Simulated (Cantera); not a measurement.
Input (Python, Cantera) and output of one run.

```python
import numpy as np
import cantera as ct

gas_names = """
    H HNO HNO2 HNO3 HO2 H2 H2O H2O2 Hg N NH NH2 NH3 NH2OH NO NO2 NO3 N2 N2H2 N2H4 N2O O OH O2 O3
""".split()
cond_names = """
    H2O(s) H2O(L) Hg(cr) Hg(L) HgO(s)
""".split()


# ... load() reads the species with a 1 bar reference pressure and builds the phases ...
atoms = {
    'HgO': {'Hg': 1, 'O': 1},
    'H2': {'H': 2},
    'N2': {'N': 2},
}
top_T = {}  # K; cautious upper limits of use, not melting points


# ... equilibrate(T, P, feed) seeds the gas with the atoms and calls Mixture.equilibrate('TP', solver="vcs", rtol=1e-11, max_steps=5000) ...
results = []
feed = {'HgO': 1, 'H2': 0.74, 'N2': 0.98}  # mol
T = 775  # K
for P in [10, 42, 180, 750, 3200, 13000, 56000, 240000, 1000000]:
    mix = equilibrate(T, P, feed)
    results.append((T, P, feed, dict(zip(mix.species_names, mix.species_moles))))

top = {s: max(r[3][s] / sum(r[3][g] for g in gas_names) for r in results) for s in gas_names}
cols = sorted((s for s in top if top[s] > 0.001), key=lambda s: -top[s])[:9]
seen = [c for c in cond_names if any(r[3].get(c, 0) > 1e-12 for r in results)]
print("log10 of partial pressures in bar; condensed amounts in mol")
print(f"{'P/Pa':>10s}" + "".join(f"{s[:9]:>10s}" for s in cols + seen))
for T, P, feed, n in results:
    ng = sum(n[g] for g in gas_names)
    print(f"{P:10.4g}" + "".join(f"{np.log10(max(n[s] / ng * P / 1e5, 1e-99)):10.3f}" for s in cols)
          + "".join(f"{n.get(c, 0):10.4g}" for c in seen))
```

It prints:

```
log10 of partial pressures in bar; condensed amounts in mol
      P/Pa        Hg        N2       H2O        O2    HgO(s)
        10    -4.455    -4.464    -4.586    -5.341         0
        42    -3.832    -3.840    -3.962    -4.718         0
       180    -3.200    -3.208    -3.330    -4.086         0
       750    -2.580    -2.589    -2.711    -3.466         0
      3200    -1.950    -1.958    -2.080    -2.836         0
   1.3e+04    -1.341    -1.350    -1.472    -2.227         0
   5.6e+04    -0.707    -0.715    -0.837    -1.593         0
   2.4e+05    -0.075    -0.083    -0.205    -0.961         0
     1e+06     0.538     0.544     0.422    -0.395   0.03467
```

These are equilibrium values from Cantera (NASA tables, ideal gas, pure condensed phases), not measurements of a reactor.
